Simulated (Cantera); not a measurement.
An isothermal, constant-pressure homogeneous reactor starts with CH₄ : H₂ = 1 : 1.4 (molar parts), at 1848 K and 0.00920 bar. Integrator tolerance rtol = 1e-08.

Computed with Cantera and GRI-Mech 3.0 (53 species, 325 reactions). GRI-Mech 3.0 stops at C3 and has no aromatics, soot or wall deposition, so with more carbon than oxygen in the feed, carbon stays in small species such as C2H2 where larger ones or solid carbon would form. Radical loss at walls, strong at low pressure, is not modelled.

**Question.** What does this change do: CH4 1 to 9.9 parts?

**Answer.** 
| quantity | before | after |
|---|---|---|
| x(CH₄) at 5.00 s | 0.000228 (gas-phase equilibrium 0.000112) | 0.000205 (gas-phase equilibrium 0.000120) |
| x(H₂) at 5.00 s | 0.848 (gas-phase equilibrium 0.848) | 0.762 (gas-phase equilibrium 0.762) |
| x(C₂H₆) at 5.00 s | 5.05e-10 (gas-phase equilibrium 1.52e-10) | 4.72e-10 (gas-phase equilibrium 1.95e-10) |
| x(H) at 5.00 s | 0.00512 (gas-phase equilibrium 0.00513) | 0.00486 (gas-phase equilibrium 0.00486) |
| x(C₂H₄) at 5.00 s | 1.92e-5 (gas-phase equilibrium 1.92e-5) | 2.75e-5 (gas-phase equilibrium 2.74e-5) |
| x(CH₂) at 5.00 s | 1.93e-7 (gas-phase equilibrium 9.61e-8) | 1.94e-7 (gas-phase equilibrium 1.15e-7) |

**Question.** What does this change do: temperature 1848 to 1700 K?

**Answer.** 
| quantity | before | after |
|---|---|---|
| x(CH₄) at 5.00 s | 0.000228 (gas-phase equilibrium 0.000112) | 0.00394 (gas-phase equilibrium 0.000351) |
| x(H₂) at 5.00 s | 0.848 (gas-phase equilibrium 0.848) | 0.849 (gas-phase equilibrium 0.851) |
| x(C₂H₆) at 5.00 s | 5.05e-10 (gas-phase equilibrium 1.52e-10) | 7.42e-8 (gas-phase equilibrium 9.83e-10) |
| x(H) at 5.00 s | 0.00512 (gas-phase equilibrium 0.00513) | 0.00137 (gas-phase equilibrium 0.00143) |
| x(C₂H₄) at 5.00 s | 1.92e-5 (gas-phase equilibrium 1.92e-5) | 5.77e-5 (gas-phase equilibrium 5.56e-5) |
| x(CH₂) at 5.00 s | 1.93e-7 (gas-phase equilibrium 9.61e-8) | 2.05e-7 (gas-phase equilibrium 2.06e-8) |
